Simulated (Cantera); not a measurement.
Charge: 1 mol Al, 0.57 mol O2, 190 mol H2, 2.5 mol N2O, held at 1275 K and 17.0 mbar.

Method: chemical equilibrium by Gibbs-energy minimisation in Cantera with the NASA 1993 tables (ideal gas, pure condensed phases). Candidate condensed phases: Al, AlN, Al2O3, H2O; 35 gas species. Rates play no part.

What is the equilibrium state?


```json
{
 "x(H2)": "0.976",
 "x(N2)": "0.0130",
 "x(H2O)": "0.0111",
 "x(H)": "5.59e-6",
 "n(Al2O3(s))": "0.500 mol",
 "gas_amount": "192.5 mol",
 "log10 activity of Al(l) (absent)": "-12.22"
}
```
